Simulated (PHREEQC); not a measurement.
## Arsenic or selenium liquor: speciation

Make-up at 25 °C: 0.96 mmol/kgw H3AsO4 and 18 mmol/kgw HCl. Closed to the air; pH follows from the charge balance.

Computed with PHREEQC (ion-association model, wateq4f.dat).

```json
{
 "pH": "1.79",
 "ionic_strength": "0.0182 mol/kgw",
 "total_alkalinity": "-19.0 meq/kg"
}
```

| species | molality | activity | log γ |
|---|---|---|---|
| H+ | 0.0182 | 0.0163 | -0.049 |
| Cl- | 0.0180 | 0.0157 | -0.059 |
| H3AsO4 | 0.000710 | 0.000713 | 0.002 |
| H2AsO4- | 0.000250 | 0.000219 | -0.058 |
| HAsO4-2 | 1.59e-9 | 9.31e-10 | -0.232 |

No solid was allowed to form. Complexes and solids missing from the database can't appear.
